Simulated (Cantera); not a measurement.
Charge: 1 mol SiH₂Cl₂, 19 mol H₂, 0.0084 mol H₂O, equilibrated at 0.970 bar.

Cantera equilibrium calculation (NASA polynomials, part measured and part estimated; ideal gas, pure solids and liquids). Candidate condensed phases: H₂O, Si, SiO₂; 30 gas species. Mutual solubility and eutectic melting of coexisting phases are not modelled. The tables' values for SiCl₃ are old estimates; treat these amounts as uncertain. The tables hold silica as quartz up to 1696 K and as liquid above; real silica turns to tridymite and cristobalite and melts near 1996 K. Kinetics and transport are ignored.

x: gas mole fraction; n: condensed amount in mol.

```csv
T (K),x H₂,x HCl,x SiCl₂,x SiCl₄,x SiHCl₃,x SiCl₃,x SiH₂Cl₂,n Si(s),n SiO₂(β-quartz)
975,0.967,0.00578,5.58e-5,0.0129,0.0124,0.000160,0.00124,0.448,0.00420
1050,0.964,0.0106,0.000217,0.0121,0.0115,0.000381,0.00124,0.474,0.00420
1125,0.959,0.0175,0.000676,0.0108,0.0102,0.000769,0.00120,0.509,0.00420
1200,0.952,0.0264,0.00173,0.00878,0.00860,0.00132,0.00110,0.551,0.00419
1275,0.944,0.0366,0.00368,0.00632,0.00658,0.00189,0.000949,0.593,0.00415
1350,0.936,0.0464,0.00646,0.00384,0.00444,0.00223,0.000748,0.626,0.00393
1425,0.929,0.0539,0.00942,0.00193,0.00260,0.00215,0.000536,0.646,0.00286
1500,0.925,0.0584,?,?,?,0.00176,?,0.653,0
1575,0.923,0.0606,0.0135,?,?,0.00132,?,0.655,0
1650,0.922,0.0614,0.0145,0.000137,0.000345,0.000952,0.000148,0.652,0
```

Task: Some entries are withheld; supply them.

Result: 
- 1500, x SiCl₂: 0.0118
- 1500, x SiCl₄: 0.000833
- 1500, x SiHCl₃: 0.00137
- 1500, x SiH₂Cl₂: 0.000357
- 1575, x SiCl₄: 0.000337
- 1575, x SiHCl₃: 0.000685
- 1575, x SiH₂Cl₂: 0.000230
